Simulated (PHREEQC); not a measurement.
HCl is added in steps, without added water, to 1 kg of water holding 0.098 mol/kgw AgNO3 and 0.00018 mol/kgw HNO3, at 25 °C. Oxygen is held at 0.21 atm. No CO2 enters from the air. The run lets Cerargyrite, Ag2O precipitate or redissolve, and no other solid.

Base run: PHREEQC, ion-association model, wateq4f.dat. Each further column changes one thing. The table gives pH.

| HCl added (mol) | base | AgNO3 from 0.098 to 0.196 mol/kgw | HNO3 replaced by Pb(NO3)2 at the same molality | temperature from 25 to 90 °C |
|---|---|---|---|---|
| 0 | 3.83 | 3.84 | ? | 3.84 |
| 0.002031 | 2.74 | 2.75 | ? | 2.75 |
| 0.003656 | 2.50 | 2.51 | ? | 2.51 |
| 0.005687 | 2.31 | 2.33 | 2.33 | 2.32 |
| 0.007313 | 2.21 | 2.22 | 2.22 | 2.22 |
| 0.009344 | 2.10 | 2.12 | 2.11 | 2.11 |
| 0.01097 | 2.04 | 2.05 | 2.04 | 2.05 |
| 0.013 | 1.96 | 1.98 | 1.97 | 1.97 |

**Question.** What belongs in the gaps?

**Answer.** 
- 0, HNO3 replaced by Pb(NO3)2 at the same molality: 6.00
- 0.002031, HNO3 replaced by Pb(NO3)2 at the same molality: 2.77
- 0.003656, HNO3 replaced by Pb(NO3)2 at the same molality: 2.52

 Away from 25 °C the constants follow the database's enthalpies or fits; those with neither stay at their 25 °C values. Solids allowed in the column 'HNO3 replaced by Pb(NO3)2 at the same molality': Litharge, Cotunnite, Laurionite, Cerargyrite, Ag2O.
